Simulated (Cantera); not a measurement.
Charge: 1 mol Si, 4.7 mol N2O, 5 mol H2, 1.3 mol O2, held at 57000 Pa.

Cantera equilibrium calculation (NASA polynomials, part measured and part estimated; ideal gas, pure solids and liquids). Candidate condensed phases: H2O, Si, SiO2, Si2N2O, Si3N4; 35 gas species. The tables hold silica as quartz up to 1696 K and as liquid above; real silica turns to tridymite and cristobalite and melts near 1996 K. Gases not in the tables: Si(OH)4. Kinetics and transport are ignored.

At 1075 °C, list the 5 most abundant gas species with their mole fractions, and the condensed phases.

H2O 0.508, N2 0.477, O2 0.0152, NO 0.000112, OH 2.41e-5. Condensed: SiO2(β-quartz).
